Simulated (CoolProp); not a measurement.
A simple Rankine cycle with dimethyl carbonate: condensing at 320.15 K, boiler at 0.0891 MPa, turbine inlet 399.3 K, turbine efficiency 0.8, pump efficiency 0.6, no recuperator. Each further row changes one setting.

Model: reference Helmholtz-energy equation of state, Zhou 2011, in CoolProp.

| case | thermal efficiency (%) | net work (kJ/kg) | heat in (kJ/kg) | turbine exit temperature (K) | volume ratio over the turbine |
|---|---|---|---|---|---|
| as stated | 8.0 | 40.7 | 509 | 369.0 | 4.08 |
| turbine inlet 419.3 K | 8.0 | 42.9 | 539 | 388.6 | 4.08 |
| condensing temperature 312.15 K | 9.6 | 50.1 | 524 | 361.9 | 5.72 |
| boiler pressure 0.0624 MPa | 6.1 | 31.3 | 510 | 376.3 | 2.90 |
| turbine efficiency 0.7 | 7.0 | 35.6 | 509 | 372.7 | 4.12 |
